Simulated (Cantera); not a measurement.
A perfectly stirred reactor is fed with H2 : O2 : N2 = 1 : 0.455 : 1.71 (molar parts), equivalence ratio 1.1, at 720000 Pa; it is adiabatic with a 425 K inlet, and is followed from long to short residence time, starting on the burning branch (τ in s: 0.27, 0.13, 0.059, 0.027, 0.013, 0.0059, 0.0027, 0.0013, 0.00059, 0.00027, 0.00013, 5.9e-05, 2.7e-05).

Model: the H2/O2 subset of GRI-Mech 3.0, which has no nitrogen chemistry, integrated in Cantera. The hydrogen kinetics of GRI-Mech 3.0 are dated; newer H2 mechanisms differ, most at raised pressure.

Task: What does this change do: inlet temperature 425 to 625 K?

Result: 
```
quantity                                                                          before                                   after
------------------------------------------------  --------------------------------------  --------------------------------------
blow-out, bracketed by the residence times tried  burning at 27.0 µs, the shortest tried  burning at 27.0 µs, the shortest tried
x(H2) at τ = 0.270 s                                                              0.0353                                  0.0379
x(O2) at τ = 0.270 s                                                            0.000540                                 0.00135
x(HO2) at τ = 0.270 s                                                            5.14e-7                                 1.36e-6
x(H2O) at τ = 0.270 s                                                              0.329                                   0.323
x(OH) at τ = 0.270 s                                                             0.00387                                 0.00689
x(H2) at τ = 2.70 ms                                                              0.0363                                  0.0386
x(O2) at τ = 2.70 ms                                                            0.000967                                 0.00165
x(HO2) at τ = 2.70 ms                                                            9.75e-7                                 1.69e-6
x(H2O) at τ = 2.70 ms                                                              0.327                                   0.322
x(OH) at τ = 2.70 ms                                                             0.00474                                 0.00738
```

Task: What does this change do: pressure from 720000 Pa to 100000 Pa?

Result: 
```csv
quantity,before,after
"blow-out, bracketed by the residence times tried","burning at 27.0 µs, the shortest tried","burning at 27.0 µs, the shortest tried"
x(H2) at τ = 0.270 s,0.0353,0.0387
x(O2) at τ = 0.270 s,0.000540,0.00188
x(HO2) at τ = 0.270 s,5.14e-7,6.90e-7
x(H2O) at τ = 0.270 s,0.329,0.321
x(OH) at τ = 0.270 s,0.00387,0.00725
x(H2) at τ = 2.70 ms,0.0363,0.0463
x(O2) at τ = 2.70 ms,0.000967,0.00561
x(HO2) at τ = 2.70 ms,9.75e-7,2.19e-6
x(H2O) at τ = 2.70 ms,0.327,0.304
x(OH) at τ = 2.70 ms,0.00474,0.0121
```
